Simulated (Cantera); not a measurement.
Fluorocarbon and chlorocarbon gases: CH3Cl + Si

A closed system holds: 1 mol CH3Cl, 0.041 mol Si, equilibrated at 2450 K and 7.13 Torr.

Equilibrium computed with Cantera from the NASA thermochemical tables; the gas is ideal and each condensed phase is pure. Candidate condensed phases: C, C6H6, C7H8, C8H18, Si, SiC; 109 gas species. The tables' values for SiCl, SiCl3 are old estimates; treat these amounts as uncertain. The numbers say what is thermodynamically allowed, not how fast it happens.

```json
{
  "x(H2)": "0.420",
  "x(HCl)": "0.346",
  "x(H)": "0.134",
  "x(Cl)": "0.0781",
  "x(SiCl2)": "0.00827",
  "x(Si)": "0.00644",
  "x(C2H2 (acetylene))": "0.00367",
  "x(SiCl)": "0.00169",
  "x(SiC2)": "0.00144",
  "n(C(graphite))": "0.976 mol",
  "gas_amount": "2.259 mol",
  "log10 activity of Si(l) (absent)": "-1.72"
}
```
